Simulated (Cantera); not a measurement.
An adiabatic, constant-pressure homogeneous reactor starts with C3H8 : O2 : N2 : CO2 = 1 : 9.09 : 109 : 0.22 (molar parts), equivalence ratio 0.55, at 1775 K and 100000 Pa.

Computed with Cantera and GRI-Mech 3.0 (53 species, 325 reactions). GRI-Mech 3.0 was tuned for natural gas; its chemistry of propane as a main component is partial and can be far from experiment.

x: mole fraction; the columns are a selection and need not sum to one.

```json
[
 {"t (s)": "1.00e-6", "T (K)": "1770", "x C3H8": "…", "x O2": "0.0761", "x CH4": "1.22e-6", "x NO": "3.08e-12", "x CH2O": "2.62e-6", "x H": "7.28e-5"},
 {"t (s)": "3.51e-6", "T (K)": "1760", "x C3H8": "…", "x O2": "0.0756", "x CH4": "2.60e-5", "x NO": "6.49e-10", "x CH2O": "0.000104", "x H": "0.000148"},
 {"t (s)": "1.23e-5", "T (K)": "1774", "x C3H8": "…", "x O2": "0.0697", "x CH4": "0.000493", "x NO": "5.82e-8", "x CH2O": "0.00108", "x H": "0.000729"},
 {"t (s)": "4.33e-5", "T (K)": "1956", "x C3H8": "<1e-12", "x O2": "0.0390", "x CH4": "7.29e-11", "x NO": "8.12e-6", "x CH2O": "4.65e-10", "x H": "0.00535"},
 {"t (s)": "0.000152", "T (K)": "2015", "x C3H8": "<1e-12", "x O2": "0.0351", "x CH4": "<1e-12", "x NO": "2.56e-5", "x CH2O": "8.01e-12", "x H": "0.00543"},
 {"t (s)": "0.000534", "T (K)": "2109", "x C3H8": "<1e-12", "x O2": "0.0346", "x CH4": "<1e-12", "x NO": "7.36e-5", "x CH2O": "2.92e-12", "x H": "0.00211"},
 {"t (s)": "0.00187", "T (K)": "2187", "x C3H8": "<1e-12", "x O2": "0.0339", "x CH4": "<1e-12", "x NO": "0.000170", "x CH2O": "<1e-12", "x H": "0.000401"},
 {"t (s)": "0.00658", "T (K)": "2213", "x C3H8": "<1e-12", "x O2": "0.0337", "x CH4": "<1e-12", "x NO": "0.000313", "x CH2O": "<1e-12", "x H": "9.92e-5"},
 {"t (s)": "0.0231", "T (K)": "2213", "x C3H8": "<1e-12", "x O2": "0.0335", "x CH4": "<1e-12", "x NO": "0.000659", "x CH2O": "<1e-12", "x H": "9.02e-5"},
 {"t (s)": "0.0811", "T (K)": "2211", "x C3H8": "<1e-12", "x O2": "0.0330", "x CH4": "<1e-12", "x NO": "0.00171", "x CH2O": "<1e-12", "x H": "8.88e-5"},
 {"t (s)": "0.285", "T (K)": "2206", "x C3H8": "<1e-12", "x O2": "0.0319", "x CH4": "<1e-12", "x NO": "0.00386", "x CH2O": "<1e-12", "x H": "8.59e-5"},
 {"t (s)": "1.00", "T (K)": "2203", "x C3H8": "<1e-12", "x O2": "0.0312", "x CH4": "<1e-12", "x NO": "0.00521", "x CH2O": "<1e-12", "x H": "8.42e-5"}
]
```

**Question.** Some entries are withheld; supply them.

**Answer.** 
- 1.00e-6, x C3H8: 0.00791
- 3.51e-6, x C3H8: 0.00630
- 1.23e-5, x C3H8: 0.00115
